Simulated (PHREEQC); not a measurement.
Consider water at 25 °C with 1.6 mmol/kgw H3PO4 and 0.39 mmol/kgw H2SO4. Closed to the air; pH follows from the charge balance.

The numbers come from PHREEQC with the ion-association model, wateq4f.dat.

```
quantity                    before     after
------------------------  --------  --------
pH                            2.72      2.99
ionic strength (mol/kgw)   0.00233   0.00125
H2PO4- (mol/kgw)           0.00127  0.000698
SO4-2 (mol/kgw)           0.000337  0.000179
H3PO4 (mol/kgw)           0.000335  0.000102
HSO4- (mol/kgw)            5.31e-5   1.60e-5
```

Question: What was changed between the two runs?
A) diluted 2-fold with water
B) 0.00012 mol/kgw Na2SO4 added
C) H2SO4 from 0.00039 to 0.0039 mol/kgw
D) H3PO4 from 0.0016 to 0.00016 mol/kgw

Answer: A, diluted 2-fold with water

This is a speciation only: nothing precipitates in the calculation. H3PO4, which wateq4f.dat lacks, is added to it with the constant of phreeqc.dat.
